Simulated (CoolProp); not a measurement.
Vapour-liquid equilibrium of propane (1) + dimethyl ether (2) at 1.51 MPa; x and y are mole fractions of (1).

Model: multi-fluid Helmholtz-energy mixture model, Lemmon 2009 and Wu 2011; pair parameters Bell 2016, in CoolProp.

Give the bubble temperature and the first vapour's composition at x = 0.55, 0.75, 0.85. Is there an azeotrope?

x = 0.55: 319.7 K, y = 0.616; x = 0.75: 317.7 K, y = 0.772; x = 0.85: 317.3 K, y = 0.856. y crosses x between x = 0.85 and 0.95: the model has an azeotrope there.

Pair parameters are fitted to limited data, so mixtures are less certain than the pure fluids.
